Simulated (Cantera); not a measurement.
A closed system holds: 1 mol C2H4, 2.9 mol NH3, 0.75 mol N2, equilibrated at 377 °C and 1 atm.

Cantera equilibrium calculation (NASA polynomials, part measured and part estimated; ideal gas, pure solids and liquids). Candidate condensed phases: C, C6H6, C7H8, C8H18; 92 gas species. Kinetics and transport are ignored.

Base state: H2 0.356, N2 0.335, CH4 0.306, NH3 0.00234 (mole fractions); condensed: gas only.

What changes in the equilibrium state with this change: temperature from 377 °C to 1850 °C?


```tsv
species	before	after
H2	0.356	0.733
N2	0.335	0.252
HCN	<1e-9	0.01000
CH4	0.306	0.000170
H	<1e-9	0.00305
C2H2 (acetylene)	<1e-9	0.00122
C(graphite), mol	0	1.89
```
